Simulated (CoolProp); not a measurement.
R236EA at several states: fugacity coefficient from the reference equation and from simpler models built on Tc = 412.4 K, pc = 3.414 MPa, ω = 0.368; each cubic takes its own stable root.

Values from CoolProp's reference Helmholtz-energy equation of state, Rui 2013.

```
T (K)  p (MPa)   phase   reference  van der Waals  Redlich-Kwong  Soave-Redlich-Kwong  Peng-Robinson
-----  -------  ------  ----------  -------------  -------------  -------------------  -------------
312.6     1.85  liquid  (withheld)         0.4830     (withheld)               0.1777         0.1740
398.8    0.885     gas      0.9006         0.9170         0.9042               0.9021         0.8929
372.2   0.0267     gas      0.9961         0.9970         0.9964               0.9962         0.9959
396.5     2.65  liquid  (withheld)         0.7440         0.7097               0.6908         0.6694
397.7    0.123     gas      0.9859         0.9883         0.9864               0.9861         0.9847
```

Problem. Some entries are withheld; supply them.

Solution. 
- 312.6, reference: 0.1738
- 312.6, Redlich-Kwong: 0.2858
- 396.5, reference: 0.6804

At some of these states van der Waals, Redlich-Kwong gives the other phase, because its saturation line lies elsewhere.
